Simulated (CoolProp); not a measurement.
Vapour-liquid equilibrium of carbon dioxide (1) + CH3F (R41) (2) at 3.11 MPa; x and y are mole fractions of (1).

Values from CoolProp's multi-fluid Helmholtz-energy mixture model, Span 1996 and Lemmon 2006; pair parameters Bell 2016.

| x | bubble temperature, mixture model (K) | bubble temperature, Raoult's law (K) | y, mixture model | y, Raoult's law |
|---|---|---|---|---|
| 0.05 | 288.3 | 288.1 | 0.066 | 0.082 |
| 0.2 | 284.8 | 284.3 | 0.252 | 0.298 |
| 0.35 | 281.6 | 280.8 | 0.421 | 0.478 |
| 0.5 | 278.6 | 277.6 | 0.577 | 0.630 |
| 0.65 | 275.7 | 274.8 | 0.721 | 0.760 |
| 0.8 | 272.7 | 272.1 | 0.851 | 0.872 |
| 0.95 | 269.9 | 269.7 | 0.966 | 0.970 |

The largest gap from Raoult's law is +1.0 K in bubble temperature, at x = 0.5. No azeotrope shows between x = 0.05 and 0.95.

Pair parameters are fitted to limited data, so mixtures are less certain than the pure fluids.
